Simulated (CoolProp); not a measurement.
Properties of nitrous oxide along the isotherm 184.85 °C (Tc = 36.4 °C, pc = 7245 kPa, ω = 0.161).

Values from CoolProp's reference Helmholtz-energy equation of state, Lemmon 2006. It is a short technical equation, of lower accuracy than the large ones.

| p (kPa) | phase | Z | speed of sound (m/s) | fugacity coefficient |
|---|---|---|---|---|
| 115 | gas | 0.9986 | 325.9 | 0.9986 |
| 185 | gas | 0.9977 | 325.8 | 0.9977 |
| 299 | gas | 0.9963 | 325.5 | 0.9963 |
| 483 | gas | 0.9941 | 325.2 | 0.9941 |
| 780 | gas | 0.9904 | 324.6 | 0.9905 |
| 1260 | gas | 0.9846 | 323.7 | 0.9846 |
| 2040 | gas | 0.9751 | 322.4 | 0.9753 |
| 3290 | gas | 0.9601 | 320.3 | 0.9606 |
| 5320 | gas | 0.9363 | 317.4 | 0.9374 |
| 8590 | supercritical | 0.8996 | 314.2 | 0.9018 |
| 13900 | supercritical | 0.8474 | 314.1 | 0.8490 |
| 22400 | supercritical | 0.7989 | 333.8 | 0.7794 |
| 36200 | supercritical | 0.8279 | 410.5 | 0.7090 |
